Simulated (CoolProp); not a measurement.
Vapour-liquid equilibrium of acetone (1) + toluene (2) at 177.85 °C; x and y are mole fractions of (1).

Values from CoolProp's multi-fluid Helmholtz-energy mixture model, Lemmon 2006 and Lemmon 2006; pair parameters Bell 2016.

```
x      bubble pressure, mixture model (MPa)  bubble pressure, Raoult's law (MPa)  y, mixture model  y, Raoult's law
-----  ------------------------------------  -----------------------------------  ----------------  ---------------
0.05                                 0.5874                               0.5665             0.176            0.168
0.125                                0.7135                               0.6725             0.349            0.355
0.2                                  0.8291                               0.7785             0.466            0.490
0.275                                0.9371                               0.8844             0.552            0.594
0.35                             (withheld)                               0.9904             0.621            0.675
0.425                                 1.139                                1.096        (withheld)            0.740
0.5                                   1.236                                1.202             0.730            0.794
0.575                                 1.332                                1.308             0.775            0.839
0.65                                  1.428                                1.414             0.818            0.877
0.725                                 1.526                                1.520             0.858            0.910
0.8                                   1.627                                1.626             0.897            0.939
0.875                                 1.729                                1.732             0.936            0.964
0.95                             (withheld)                                1.838             0.974            0.987
```

Q: What belongs in the gaps?

A: 
- 0.35, bubble pressure, mixture model (MPa): 1.040
- 0.425, y, mixture model: 0.679
- 0.95, bubble pressure, mixture model (MPa): 1.836

The largest gap from Raoult's law is +6.5 % in bubble pressure, at x = 0.2. No azeotrope shows between x = 0.05 and 0.95.

Pair parameters are fitted to limited data, so mixtures are less certain than the pure fluids.
